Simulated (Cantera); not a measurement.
Thermodynamics of carbothermic reduction, feed Fe3O4 + C + N2

Input: 1 mol Fe3O4, 4.1 mol C, 0.33 mol N2, held at 0.260 bar.

Method: chemical equilibrium by Gibbs-energy minimisation in Cantera with the NASA 1993 tables (ideal gas, pure condensed phases). Candidate condensed phases: C, Fe, Fe(CO)5, FeO, Fe2O3, Fe3O4; 27 gas species. Iron dissolves carbon and melts from about 1420 K in contact with it, which pure phases cannot show. Condensed phases not in the tables: cementite and carbon dissolved in iron. The numbers say what is thermodynamically allowed, not how fast it happens.

| T (°C) | log p CO | log p N2 | log p CO2 | log p Fe | log p C2N2 | log p CN | n C(graphite) | n Fe(γ) | n Fe(δ) |
|---|---|---|---|---|---|---|---|---|---|
| 952 | -0.62 | -1.70 | -3.12 | -9.95 | <-12 | <-12 | 0.113 | 3.00 | 0 |
| 1002 | -0.62 | -1.70 | -3.39 | -9.28 | -12.08 | <-12 | 0.107 | 3.00 | 0 |
| 1052 | -0.62 | -1.70 | -3.65 | -8.66 | -11.60 | <-12 | 0.104 | 3.00 | 0 |
| 1102 | -0.62 | -1.70 | -3.89 | -8.09 | -11.15 | -12.28 | 0.102 | 3.00 | 0 |
| 1152 | -0.62 | -1.70 | -4.11 | -7.55 | -10.74 | -11.69 | 0.101 | 3.00 | 0 |
| 1202 | -0.62 | -1.70 | -4.32 | -7.06 | -10.35 | -11.15 | 0.101 | 3.00 | 0 |
| 1252 | -0.62 | -1.70 | -4.51 | -6.60 | -9.98 | -10.64 | 0.101 | 3.00 | 0 |
| 1302 | -0.62 | -1.70 | -4.69 | -6.17 | -9.64 | -10.17 | 0.100 | 3.00 | 0 |
| 1352 | -0.62 | -1.70 | -4.86 | -5.76 | -9.33 | -9.72 | 0.100 | 3.00 | 0 |
| 1402 | -0.62 | -1.70 | -5.01 | -5.38 | -9.03 | -9.30 | 0.100 | 0 | 3.00 |
| 1452 | -0.62 | -1.70 | -5.16 | -5.03 | -8.74 | -8.91 | 0.100 | 0 | 3.00 |
| 1502 | -0.62 | -1.70 | -5.30 | -4.69 | -8.48 | -8.54 | 0.100 | 0 | 3.00 |
log p: log10 of the partial pressure in bar; n: condensed amount in mol.

From 952 °C to 1352 °C the condensed part is C(graphite) + Fe(γ). From 1402 °C to 1502 °C the condensed part is C(graphite) + Fe(δ).
